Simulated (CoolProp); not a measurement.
Model: reference Helmholtz-energy equation of state, Schroeder 2014, in CoolProp.

Give the vapour pressure (MPa), liquid density (kg/m³), vapour density (kg/m³), liquid conductivity (mW/(m K)) of saturated ethanol at 119.25, 158.35 °C.


| T (°C) | p (MPa) | liquid density (kg/m³) | vapour density (kg/m³) | liquid conductivity (mW/(m K)) |
|---|---|---|---|---|
| 119.25 | 0.418 | 692 | 6.42 | 148 |
| 158.35 | 1.21 | 636 | 18.5 | 141 |

Thermal conductivity comes from a separate model (Assael 2013).
